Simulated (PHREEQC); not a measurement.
A solution holds 2.8 mol H2SO4 and 1.6 mol Na2SO4 per kg of water, at 25 °C. Closed to the air; pH follows from the charge balance.

Model: Pitzer model, pitzer.dat, run in PHREEQC.

```
quantity                         before  after
-------------------------------  ------  -----
pH                                -0.92  -1.09
ionic strength (mol/kgw)           5.84   6.02
HSO4- (mol/kgw)                    3.68   3.77
SI of Mirabilite (Na2SO4:10H2O)   -1.08  -1.23
SI of Thenardite (Na2SO4)         -1.15  -1.18
```

Problem. Which change was made?
A) diluted 10-fold with water
B) 0.36 mol/kgw HCl added
C) temperature from 25 to 55 °C

Solution. B, 0.36 mol/kgw HCl added

Precipitation was switched off in this run. In brines, pH and single-ion activities rest on the MacInnes convention.
